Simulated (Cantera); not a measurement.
Feed: 1 mol Si, 0.025 mol H₂O, 110 mol H₂, held at 1975 °C and 10.0 mbar.

Equilibrium computed with Cantera from the NASA thermochemical tables; the gas is ideal and each condensed phase is pure. Candidate condensed phases: H₂O, Si, SiO₂; 18 gas species. Gases not in the tables: Si₂H₆ and higher silanes. Kinetics and transport are ignored.

Question: What is the equilibrium state?

Answer: 
| Quantity | Value |
|---|---|
| x(H₂) | 0.921 |
| x(H) | 0.0705 |
| x(Si) | 0.00807 |
| x(SiH) | 0.000313 |
| x(SiO) | 0.000217 |
| x(SiH₂) | 4.75e-5 |
| x(Si₂) | 1.97e-5 |
| gas amount | 115.1 mol |
| log10 activity of Si(l) (absent) | -0.86 |
